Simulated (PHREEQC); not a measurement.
Solution (20 °C): 0.0078 mol H3PO4, 0.00028 mol Na2HPO4 and 0.4 mol NaCl per kg of water. Closed to the air; pH follows from the charge balance.

Model: ion-association model, wateq4f.dat, run in PHREEQC.

Precipitation was switched off in this run.

Problem. Predict the pH, activity of water.

Solution. pH 2.38; activity of water 0.986.

Problem. In which forms is P present?

Solution. H2PO4- 73 %, H3PO4 27 % of the P.

H3PO4, which wateq4f.dat lacks, is added to it with the constant of phreeqc.dat.
